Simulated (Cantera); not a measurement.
A perfectly stirred reactor is fed with 2.86 % CH₄, 97.1 % N₂, at 0.00200 bar; it is held at 1550 K, and followed from long to short residence time.

Cantera simulation using GRI-Mech 3.0 (53 species, 325 reactions); the numbers are that mechanism's predictions, not measurements. GRI-Mech 3.0 stops at C3 and has no aromatics, soot or wall deposition, so with more carbon than oxygen in the feed, carbon stays in small species such as C2H2 where larger ones or solid carbon would form. Radical loss at walls, strong at low pressure, is not modelled.

Predict: x(CH₄) at τ = 9.80 s; x(C₂H) at τ = 9.80 s; x(H) at τ = 9.80 s; x(HCN) at τ = 9.80 s; x(C₂H₂) at τ = 9.80 s; x(CH₄) at τ = 34.0 ms; x(H) at τ = 34.0 ms.


```json
{
 "x(CH₄) at τ = 9.80 s": "0.0192",
 "x(C₂H) at τ = 9.80 s": "7.35e-9",
 "x(H) at τ = 9.80 s": "9.43e-6",
 "x(HCN) at τ = 9.80 s": "1.00e-7",
 "x(C₂H₂) at τ = 9.80 s": "0.00400",
 "x(CH₄) at τ = 34.0 ms": "0.0286",
 "x(H) at τ = 34.0 ms": "3.97e-8"
}
```
